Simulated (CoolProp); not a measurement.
A simple Rankine cycle with R365MFC: condensing at 313.15 K, boiler at 0.419 MPa, turbine inlet 374.7 K, turbine efficiency 0.6, pump efficiency 0.8, no recuperator. Each further row changes one setting.

The numbers come from the reference Helmholtz-energy equation of state, Lemmon 2016 in CoolProp.

| case | thermal efficiency (%) | net work (kJ/kg) | heat in (kJ/kg) | turbine exit temperature (K) | volume ratio over the turbine |
|---|---|---|---|---|---|
| as stated | 6.4 | 15.9 | 249 | 354.7 | 4.27 |
| turbine inlet 394.7 K | 6.2 | 17.0 | 273 | ___ | 4.22 |
| condensing temperature 305.15 K | 7.4 | 19.2 | 260 | 351.1 | 5.73 |
| boiler pressure 0.293 MPa | ___ | 12.3 | 252 | 360.4 | ___ |
| turbine efficiency 0.5 | 5.3 | 13.2 | 249 | 357.1 | 4.30 |

Problem. Some entries are withheld; supply them.

Solution. 
- turbine inlet 394.7 K, turbine exit temperature (K): 375.3
- boiler pressure 0.293 MPa, thermal efficiency (%): 4.9
- boiler pressure 0.293 MPa, volume ratio over the turbine: 2.93
